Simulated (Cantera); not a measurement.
A closed system holds: 1 mol Si3N4, 11 mol F2, 0.58 mol H2, 30 mol HF, at 427 °C and 3.00 mbar.

Method: chemical equilibrium by Gibbs-energy minimisation in Cantera with the NASA 1993 tables (ideal gas, pure condensed phases). Candidate condensed phases: Si, Si3N4; 37 gas species. Equilibrium is a limit: real reactors are often held back by kinetics, nucleation or transport.

Base state: HF 0.770, F2 0.0955, SiF4 0.0741, N2 0.0462, F 0.00813, NF3 0.00643 (mole fractions); condensed: gas only.

### Question
What changes in the equilibrium state with this change: F2 from 11 to 1.4 mol?

### Answer
| species | before | after |
|---|---|---|
| HF | 0.770 | 0.671 |
| H2 | <1e-9 | 0.167 |
| SiF4 | 0.0741 | 0.0968 |
| F2 | 0.0955 | <1e-9 |
| N2 | 0.0462 | 0.0646 |
| F | 0.00813 | <1e-9 |
| NF3 | 0.00643 | <1e-9 |
